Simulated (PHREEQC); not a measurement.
# Buffer (model solution)

Consider water at 25 °C with 0.047 mol KH2PO4 and 0.0051 mol Na2CO3 per kg of water. Closed to the air; pH follows from the charge balance.

Equilibrium calculation in PHREEQC: ion-association model, phreeqc.dat.

| Item | Result |
|---|---|
| pH | 6.21 |
| ionic strength | 0.0643 mol/kgw |
| specific conductance | 5110 µS/cm |
| density | 1.002 g/cm³ |
| total alkalinity | 10.2 meq/kg |

```csv
species,molality,activity,log γ
K+,0.0467,0.0372,-0.099
H2PO4-,0.0392,0.0319,-0.089
Na+,0.0101,0.00821,-0.091
HPO4-2,0.00744,0.00321,-0.365
CO2,0.00268,0.00272,0.006
HCO3-,0.00241,0.00196,-0.089
KHPO4-,0.000286,0.000233,-0.089
```

Precipitation was switched off in this run.
